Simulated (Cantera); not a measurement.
Stirred combustor or abatement burner

A perfectly stirred reactor is fed with 5.32 % CH4, 0.709 % CO, 7.83 % O2, 86.1 % N2, equivalence ratio 1.4, at 5.20 bar; it is adiabatic with a 525 K inlet, and is followed from long to short residence time, starting on the burning branch (τ in s: 0.11, 0.036, 0.012, 0.0039, 0.0013, 0.00043, 0.00014, 4.7e-05, 1.6e-05, 5.2e-06).

Detailed kinetics in Cantera: GRI-Mech 3.0 (53 species, 325 reactions).

```tsv
τ (s)	T (K)	x CH4	x CO	x O2	x C2H	x H2	x O
0.11	1293	0.00790	0.0257	0.00726	1.75e-11	0.0125	1.35e-7
0.036	525	0.0532	0.00709	0.0783	<1e-12	<1e-12	<1e-12
0.012	525	0.0532	0.00709	0.0783	<1e-12	<1e-12	<1e-12
0.0039	525	0.0532	0.00709	0.0783	<1e-12	<1e-12	<1e-12
0.0013	525	0.0532	0.00709	0.0783	<1e-12	<1e-12	<1e-12
0.00043	525	0.0532	0.00709	0.0783	<1e-12	<1e-12	<1e-12
0.00014	525	0.0532	0.00709	0.0783	<1e-12	<1e-12	<1e-12
4.7e-5	525	0.0532	0.00709	0.0783	<1e-12	<1e-12	<1e-12
1.6e-5	525	0.0532	0.00709	0.0783	<1e-12	<1e-12	<1e-12
5.2e-6	525	0.0532	0.00709	0.0783	<1e-12	<1e-12	<1e-12
```
x: mole fraction; the columns are a selection and need not sum to one.
